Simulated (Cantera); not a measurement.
A perfectly stirred reactor is fed with NH₃ : N₂ = 1 : 5.7 (molar parts), at 20.0 Torr; it is held at 1898 K, and followed from long to short residence time.

Computed with Cantera and the gas-phase N/H chemistry of the illustrative SiF4/NH3 mechanism in the Surface Chemkin manual (1991). Walls and surfaces, which speed up NH3 decomposition in real reactors, are not modelled.

Problem. What does this change do: pressure from 20.0 Torr to 570 Torr?

Solution. 
| quantity | before | after |
|---|---|---|
| x(NH₃) at τ = 7.20 s | 0.0343 | 0.00535 |
| x(N₂H₄) at τ = 7.20 s | 3.73e-10 | 3.67e-10 |
| x(H₂) at τ = 7.20 s | 0.150 | 0.188 |
| x(H) at τ = 7.20 s | 0.000176 | 0.000262 |
| x(N) at τ = 7.20 s | 7.80e-7 | 2.31e-7 |
| x(NH₃) at τ = 29.0 ms | 0.147 | 0.126 |
| x(N₂H₄) at τ = 29.0 ms | 4.45e-9 | 4.26e-8 |
| x(H₂) at τ = 29.0 ms | 0.00233 | 0.0307 |
| x(H) at τ = 29.0 ms | 3.06e-6 | 2.00e-5 |
| x(N) at τ = 29.0 ms | 3.41e-8 | 2.03e-7 |
